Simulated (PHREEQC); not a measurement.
**Acid mine or pickling water: an equilibrium model**

Model water analysis in mg/L, 70 °C, pH 2.77, pe 9.3:

| constituent | mg/L |
|---|---|
| Na | 24.9 |
| K | 49.5 |
| Ca | 137 |
| Mg | 113 |
| Cl | 56.8 |
| S(6) as SO4 | 958 |
| Pb | 4.84 |
| Cu(2) | 0.156 |

Valence states are taken as typed.

The numbers come from PHREEQC with the ion-association model, phreeqc.dat.

No solid was allowed to form.

Task: Estimate the ionic strength, specific conductance.

Result: ionic strength 0.0239 mol/kgw; specific conductance 4460 µS/cm.

Task: In which forms is K present?

Result: K+ 96 %, KSO4- 3.6 % of the K.

Species that the database lacks are ignored. Away from 25 °C the constants follow the database's enthalpies or fits; those with neither stay at their 25 °C values.
